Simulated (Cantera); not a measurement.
Charge: 1 mol SiCl4, 1.2 mol Cl2, 3.9 mol H2, at 450 °C and 1.10 bar.

Method: chemical equilibrium by Gibbs-energy minimisation in Cantera with the NASA 1993 tables (ideal gas, pure condensed phases). Candidate condensed phases: Si; 19 gas species. Equilibrium is a limit: real reactors are often held back by kinetics, nucleation or transport.

Base state: H2 0.443, HCl 0.393, SiCl4 0.164, SiHCl3 5.52e-5 (mole fractions); condensed: gas only.

Question: What changes in the equilibrium state with this change: temperature from 450 °C to 1150 °C?

Answer: 
| species | before | after |
|---|---|---|
| HCl | 0.393 | 0.420 |
| H2 | 0.443 | 0.417 |
| SiCl4 | 0.164 | 0.136 |
| SiCl3 | 9.85e-9 | 0.0119 |
| SiHCl3 | 5.52e-5 | 0.0104 |
| SiCl2 | <1e-9 | 0.00416 |
| SiH2Cl2 | 1.29e-9 | 0.000123 |
The tables' values for SiCl3 are old estimates; treat these amounts as uncertain.
